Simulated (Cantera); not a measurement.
## Ignition delay

Mixture: 27.1 % CO, 9.48 % H2, 1.19 % CH4, 12.2 % O2, 45.8 % N2, 4.33 % H2O, at 100000 Pa, adiabatic and at constant volume. Ignition delay is the time to a rise of 400 K.

Detailed kinetics in Cantera: GRI-Mech 3.0 (53 species, 325 reactions). Where the delays flatten at high temperature, the 400 K rule measures the pace of heat release, not the induction time.

```csv
T0 (K),delay (ms)
1100,0.226
1150,0.141
1200,0.0975
1250,0.0722
1300,0.0560
1350,0.0450
1400,0.0372
```

```json
{
 "apparent activation energy between 1300 and 1400 K": "62 kJ/mol"
}
```
